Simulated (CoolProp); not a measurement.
Vapour-liquid equilibrium of R22 (1) + R152A (2) at 0.191 MPa; x and y are mole fractions of (1).

The numbers come from the multi-fluid Helmholtz-energy mixture model, Kamei 1995 and Outcalt 1996; pair parameters Bell 2016 in CoolProp.

```tsv
x	bubble temperature, mixture model (°C)	bubble temperature, Raoult's law (°C)	y, mixture model	y, Raoult's law
0.05	-9.6	-9.9	0.080	0.093
0.125	-10.9	-11.6	0.193	0.219
0.2	-12.2	-13.2	0.299	0.331
0.275	-13.6	-14.8	0.398	0.430
0.35	-14.9	-16.2	0.490	0.519
0.425	-16.3	-17.6	0.575	0.598
0.5	-17.6	-18.9	0.654	0.669
0.575	-19.0	-20.2	0.725	0.733
0.65	-20.3	-21.4	0.789	0.792
0.725	-21.7	-22.5	0.847	0.844
0.8	-23.0	-23.6	0.897	0.892
0.875	-24.3	-24.7	0.941	0.936
0.95	-25.5	-25.7	0.978	0.975
```

The largest gap from Raoult's law is +1.3 K in bubble temperature, at x = 0.425. No azeotrope shows between x = 0.05 and 0.95.

Pair parameters are fitted to limited data, so mixtures are less certain than the pure fluids.
